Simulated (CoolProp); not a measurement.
A single-stage vapour-compression cycle with R11: evaporating at 289.15 K (dew point), condensing at 346.15 K (bubble point), superheat 2 K, subcooling 5 K, compressor efficiency 0.65, no pressure losses. Each further row changes one setting.

Computed with CoolProp (reference Helmholtz-energy equation of state, Jacobsen 1992).

| case | cooling COP | pressure ratio | discharge temperature (K) | refrigerating effect (kJ/kg) | volumetric capacity (kJ/m³) |
|---|---|---|---|---|---|
| as stated | 2.80 | 5.76 | 379.1 | 138 | 619 |
| evaporating temperature 294.15 K | 3.18 | 4.79 | 375.4 | … | 748 |
| condensing temperature 341.15 K | … | 5.07 | … | 143 | 640 |
| subcooling 10 K | … | 5.76 | 379.1 | 143 | 640 |
| superheat 12 K | 2.81 | 5.76 | 391.0 | … | … |
| compressor efficiency 0.55 | 2.37 | 5.76 | 392.6 | 138 | 619 |

Some entries are withheld; supply them.


- evaporating temperature 294.15 K, refrigerating effect (kJ/kg): 141
- condensing temperature 341.15 K, cooling COP: 3.13
- condensing temperature 341.15 K, discharge temperature (K): 372.3
- subcooling 10 K, cooling COP: 2.89
- superheat 12 K, refrigerating effect (kJ/kg): 144
- superheat 12 K, volumetric capacity (kJ/m³): 622
